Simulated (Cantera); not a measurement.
A perfectly stirred reactor is fed with CH4 : O2 : N2 : H2O = 1 : 4.08 : 16.7 : 0.44 (molar parts), equivalence ratio 0.49, at 101000 Pa; it is adiabatic with a 550 K inlet, and is followed from long to short residence time, starting on the burning branch (τ in s: 0.18, 0.049, 0.014, 0.0037, 0.001, 0.00028, 7.7e-05, 2.1e-05, 5.8e-06).

Detailed kinetics in Cantera: GRI-Mech 3.0 (53 species, 325 reactions).

x: mole fraction; the columns are a selection and need not sum to one.

```csv
τ (s),T (K),x CH4,x O2,x H2O,x HCO,x CO,x H,x CH2
0.18,1576,1.35e-5,0.0936,0.109,6.53e-9,0.000184,4.08e-6,(withheld)
0.049,1571,3.10e-5,0.0937,0.109,2.52e-8,0.000453,1.43e-5,(withheld)
0.014,1562,7.01e-5,0.0939,0.109,9.36e-8,0.00109,4.67e-5,(withheld)
0.0037,1540,0.000174,0.0948,0.108,3.74e-7,0.00278,0.000153,(withheld)
0.0010,1487,0.000525,0.0977,0.106,1.43e-6,0.00743,0.000398,(withheld)
0.00028,550,0.0450,0.184,0.0198,<1e-12,<1e-12,<1e-12,<1e-12
7.7e-5,550,0.0450,0.184,0.0198,<1e-12,<1e-12,<1e-12,<1e-12
2.1e-5,550,0.0450,0.184,0.0198,<1e-12,<1e-12,<1e-12,<1e-12
5.8e-6,550,0.0450,0.184,0.0198,<1e-12,<1e-12,<1e-12,<1e-12
```

Fill in the missing entries.


- 0.18, x CH2: 1.61e-8
- 0.049, x CH2: 5.05e-8
- 0.014, x CH2: 1.43e-7
- 0.0037, x CH2: 3.98e-7
- 0.0010, x CH2: 1.04e-6
